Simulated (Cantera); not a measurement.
An isothermal plug-flow reactor at 775 K and 1.01 bar (inlet), inlet velocity 1.3 m/s, active area per volume 530 1/m; feed H2 : O2 : N2 = 0.024 : 0.066 : 0.79 (molar parts), equivalence ratio 0.18.

Model: Deutschmann's 1995 Pt surface mechanism with GRI-Mech 3.0 gas chemistry, integrated in Cantera. Catalytic surfaces can have several steady states; this one follows from the mechanism file's or the stated starting coverage. Mass transfer to the wall is taken as infinitely fast.

x: gas mole fraction; θ: surface coverage.

```tsv
z (m)	x H2	x O2	x H2O	θ free Pt	θ O*	θ OH*
7.2e-05	0.0160	0.0697	0.0114	0.435	0.556	0.00876
0.00013	0.0118	0.0678	0.0156	0.332	0.660	0.00853
0.00023	0.00810	0.0660	0.0194	0.233	0.759	0.00792
0.00041	0.00510	0.0646	0.0225	0.151	0.842	0.00693
0.00072	(withheld)	0.0636	0.0245	(withheld)	0.898	(withheld)
0.0013	0.00167	0.0630	0.0260	0.0615	0.934	0.00482
0.0023	0.000824	0.0626	0.0268	0.0442	0.952	0.00417
0.0041	(withheld)	0.0624	0.0273	(withheld)	0.960	0.00379
0.0072	7.30e-5	0.0622	0.0276	0.0325	0.964	0.00362
```

Question: Some entries are withheld; supply them.

Answer: 
- 0.00072, x H2: 0.00306
- 0.00072, θ free Pt: 0.0960
- 0.00072, θ OH*: 0.00582
- 0.0041, x H2: 0.000311
- 0.0041, θ free Pt: 0.0358
